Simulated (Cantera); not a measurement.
A perfectly stirred reactor is fed with CH4 : H2 : O2 : H2O = 0.021 : 1 : 0.018 : 0.05 (molar parts), at 0.0810 bar; it is held at 2448 K, and followed from long to short residence time.

Model: GRI-Mech 3.0 (53 species, 325 reactions), integrated in Cantera.

x: mole fraction; the columns are a selection and need not sum to one.

```csv
τ (s),x CH4,x H2,x O2,x CO2,x CH3,x CH2O,x CH2CO
2.8,6.08e-7,0.861,1.12e-6,0.000192,8.10e-7,2.69e-9,2.53e-11
0.93,1.96e-6,0.862,1.18e-6,0.000192,2.55e-6,7.27e-9,9.17e-11
0.31,7.12e-6,0.866,[?],0.000192,8.70e-6,2.25e-8,4.55e-10
0.10,3.56e-5,0.874,[?],0.000192,3.67e-5,8.36e-8,4.61e-9
0.035,0.000171,0.883,[?],0.000190,0.000142,2.83e-7,5.62e-8
0.012,0.000586,0.887,[?],0.000178,0.000420,7.79e-7,4.21e-7
0.0039,0.00151,0.888,[?],0.000141,0.000964,1.78e-6,1.61e-6
0.0013,0.00310,0.886,[?],8.89e-5,0.00179,3.39e-6,3.06e-6
0.00043,0.00564,0.885,[?],5.32e-5,0.00296,5.80e-6,3.64e-6
```

Task: Complete the blanks.

Result: 
- 0.31, x O2: 1.40e-6
- 0.10, x O2: 2.48e-6
- 0.035, x O2: 6.91e-6
- 0.012, x O2: 2.23e-5
- 0.0039, x O2: 7.59e-5
- 0.0013, x O2: 0.000248
- 0.00043, x O2: 0.000794
